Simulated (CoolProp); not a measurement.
Propylene glycol along the isotherm 620 K: Z from the reference equation and from simpler models built on Tc = 674.0 K, pc = 7.292 MPa, ω = 0.327; each cubic takes its own stable root.

Computed with CoolProp (reference Helmholtz-energy equation of state, Eisenbach 2021).

| p (MPa) | phase | reference | van der Waals | Redlich-Kwong | Soave-Redlich-Kwong | Peng-Robinson |
|---|---|---|---|---|---|---|
| 0.684 | gas | 0.9559 | 0.9649 | 0.9582 | 0.9562 | 0.9523 |
| 1.37 | gas | 0.9075 | 0.9273 | 0.9135 | 0.9091 | 0.9014 |
| 2.05 | gas | 0.8538 | 0.8870 | 0.8656 | 0.8582 | 0.8469 |
| 2.73 | gas | 0.7918 | 0.8428 | 0.8128 | 0.8016 | 0.7867 |
| 3.42 | liquid | 0.07549 | 0.7924 | 0.7522 | 0.7351 | 0.7168 |
| 4.1 | liquid | 0.08996 | 0.7344 | 0.6807 | 0.1016 | 0.08973 |
| 4.79 | liquid | 0.1045 | 0.6603 | 0.1255 | 0.1169 | 0.1034 |
| 5.47 | liquid | 0.1187 | 0.1898 | 0.1405 | 0.1317 | 0.1166 |
| 6.15 | liquid | 0.1328 | 0.2075 | 0.1552 | 0.1464 | 0.1296 |
| 6.84 | liquid | 0.1470 | 0.2257 | 0.1699 | 0.1610 | 0.1427 |
| 7.52 | liquid | 0.1608 | 0.2436 | 0.1843 | 0.1752 | 0.1554 |
| 8.2 | liquid | 0.1746 | 0.2616 | 0.1985 | 0.1893 | 0.1679 |
| 8.89 | liquid | 0.1885 | 0.2797 | 0.2127 | 0.2034 | 0.1805 |
| 9.57 | liquid | 0.2021 | 0.2975 | 0.2266 | 0.2172 | 0.1928 |
| 10.3 | liquid | 0.2167 | 0.3164 | 0.2413 | 0.2318 | 0.2059 |
| 10.9 | liquid | 0.2285 | 0.3319 | 0.2533 | 0.2438 | 0.2166 |

At some of these states van der Waals, Redlich-Kwong, Soave-Redlich-Kwong, Peng-Robinson gives the other phase, because its saturation line lies elsewhere.
